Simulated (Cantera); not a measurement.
A closed system holds: 1 mol CH4, 0.73 mol H2, 0.071 mol H2O, equilibrated at 1.50 mbar.

Method: chemical equilibrium by Gibbs-energy minimisation in Cantera with the NASA 1993 tables (ideal gas, pure condensed phases). Candidate condensed phases: C, C6H6, C7H8, C8H18, H2O; 110 gas species. Kinetics and transport are ignored. All values below are at 1125 °C.

Base state: H2 0.975, CO 0.0247, H 0.000121 (mole fractions); condensed: C(graphite).

What changes in the equilibrium state with this change: H2O from 0.071 to 0.39 mol?


| species | before | after |
|---|---|---|
| H2 | 0.975 | 0.889 |
| CO | 0.0247 | 0.111 |
| H | 0.000121 | 0.000115 |
| C(graphite), mol | 0.929 | 0.610 |
